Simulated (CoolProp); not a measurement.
Normal hydrogen along the isotherm 33.6 K: fugacity coefficient from the reference equation and from simpler models built on Tc = 33.1 K, pc = 12.96 bar, ω = -0.219; each cubic takes its own stable root.

Model: reference Helmholtz-energy equation of state, Leachman 2009, in CoolProp.

| p (bar) | phase | reference |
|---|---|---|
| 0.499 | gas | 0.9880 |
| 0.997 | gas | 0.9760 |
| 1.5 | gas | 0.9640 |
| 1.99 | gas | 0.9523 |
| 2.49 | gas | 0.9404 |
| 2.99 | gas | 0.9285 |
| 3.49 | gas | 0.9167 |
| 3.99 | gas | 0.9049 |
| 4.49 | gas | 0.8931 |
| 4.99 | gas | 0.8813 |
| 5.48 | gas | 0.8698 |
| 5.98 | gas | 0.8581 |
| 6.48 | gas | 0.8463 |

How far does each simpler model (Redlich-Kwong, Soave-Redlich-Kwong) lie from the reference over these 13 states: mean and median of the absolute difference, and the worst?


- Redlich-Kwong: mean 0.4 %, median 0.4 %, worst -0.7 % at 33.6 K and 6.48 bar
- Soave-Redlich-Kwong: mean 0.4 %, median 0.4 %, worst -0.8 % at 33.6 K and 6.48 bar
